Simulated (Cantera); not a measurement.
A perfectly stirred reactor is fed with 32.8 % CH₄, 62.3 % CO₂, 4.92 % H₂, at 10.0 bar; it is held at 1325 K, and followed from long to short residence time.

Cantera simulation using GRI-Mech 3.0 (53 species, 325 reactions); the numbers are that mechanism's predictions, not measurements.

x: mole fraction; the columns are a selection and need not sum to one.

```
τ (s)    x CH₄  x CO₂    x H₂    x C₂H₄      x H
-------  -----  -----  ------  --------  -------
15       0.185  0.413  0.0483    0.0254  8.49e-8
5.8      0.232  0.486  0.0452    0.0182  6.16e-8
2.2      0.281  0.559  0.0475   0.00968  5.16e-8
0.84     0.308  0.598  0.0492   0.00448  4.72e-8
0.32     0.320  0.614  0.0492   0.00197  4.42e-8
0.12     0.325  0.620  0.0491  0.000781  4.19e-8
0.046    0.327  0.622  0.0491  0.000256  3.91e-8
0.017    0.327  0.623  0.0491         …        …
0.0066   0.328  0.623  0.0492   1.14e-5  3.20e-8
0.0025   0.328  0.623  0.0492         …  2.95e-8
0.00095  0.328  0.623  0.0492   3.99e-7  2.71e-8
```

Task: Some entries are withheld; supply them.

Result: 
- 0.017, x C₂H₄: 5.85e-5
- 0.017, x H: 3.54e-8
- 0.0025, x C₂H₄: 2.04e-6
